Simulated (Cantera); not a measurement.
A closed system holds: 1 mol Cr₂O₃, 630 mol H₂, 5.5 mol N₂, held at 2.50 bar.

Cantera equilibrium calculation (NASA polynomials, part measured and part estimated; ideal gas, pure solids and liquids). Candidate condensed phases: Cr, CrN, Cr₂N, Cr₂O₃, H₂O; 29 gas species. Mutual solubility and eutectic melting of coexisting phases are not modelled. Kinetics and transport are ignored.

**Question.** Which condensed phases are stable at each of these points (T (K)): 898, 998, 1098, 1198, 1298, 1398, 1498, 1598?

**Answer.** 
```csv
T (K),condensed phases,Cr condensed (%)
898,CrN(s) + Cr₂O₃(s),100.0
998,CrN(s) + Cr₂O₃(s),100.0
1098,CrN(s) + Cr₂O₃(s),100.0
1198,Cr₂N(s) + Cr₂O₃(s),100.0
1298,Cr₂N(s) + Cr₂O₃(s),100.0
1398,Cr₂N(s) + Cr₂O₃(s),100.0
1498,Cr(s) + Cr₂O₃(s),100.0
1598,Cr(s) + Cr₂O₃(s),100.0
```

From 898 K to 1098 K the condensed part is CrN(s) + Cr₂O₃(s). From 1198 K to 1398 K the condensed part is Cr₂N(s) + Cr₂O₃(s). From 1498 K to 1598 K the condensed part is Cr(s) + Cr₂O₃(s).
